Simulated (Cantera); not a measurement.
A closed system holds: 1 mol C2H4, 0.15 mol CO2, 12 mol H2, at 10.0 Torr.

Method: chemical equilibrium by Gibbs-energy minimisation in Cantera with the NASA 1993 tables (ideal gas, pure condensed phases). Candidate condensed phases: C, C6H6, C7H8, C8H18, H2O; 110 gas species. Equilibrium is a limit: real reactors are often held back by kinetics, nucleation or transport.

x: gas mole fraction; n: condensed amount in mol.

| T (K) | x H2 | x H | x CO | x C2H2 (acetylene) | x C3 | x C2H | n C(graphite) |
|---|---|---|---|---|---|---|---|
| 1575 | 0.979 | 0.000356 | 0.0210 | 2.06e-5 | <1e-12 | ? | 1.85 |
| 1725 | 0.977 | 0.00159 | 0.0210 | 9.01e-5 | <1e-12 | ? | 1.85 |
| 1875 | 0.973 | 0.00560 | 0.0209 | 0.000308 | 7.74e-11 | ? | 1.84 |
| 2025 | 0.962 | 0.0163 | 0.0208 | 0.000871 | 3.82e-9 | ? | 1.82 |
| 2175 | 0.936 | 0.0409 | 0.0205 | 0.00209 | 1.09e-7 | ? | 1.79 |
| 2325 | 0.886 | 0.0897 | 0.0200 | 0.00433 | 1.98e-6 | ? | 1.72 |
| 2475 | 0.799 | 0.174 | 0.0192 | 0.00777 | 2.52e-5 | ? | 1.60 |
| 2625 | 0.669 | 0.301 | 0.0178 | 0.0119 | 0.000237 | ? | 1.41 |
| 2775 | 0.504 | 0.460 | 0.0161 | 0.0155 | 0.00174 | ? | 1.08 |

Question: Complete the blanks.

Answer: 
- 1575, x C2H: 2.20e-11
- 1725, x C2H: 9.21e-10
- 1875, x C2H: 2.11e-8
- 2025, x C2H: 3.01e-7
- 2175, x C2H: 2.95e-6
- 2325, x C2H: 2.11e-5
- 2475, x C2H: 0.000115
- 2625, x C2H: 0.000496
- 2775, x C2H: 0.00171
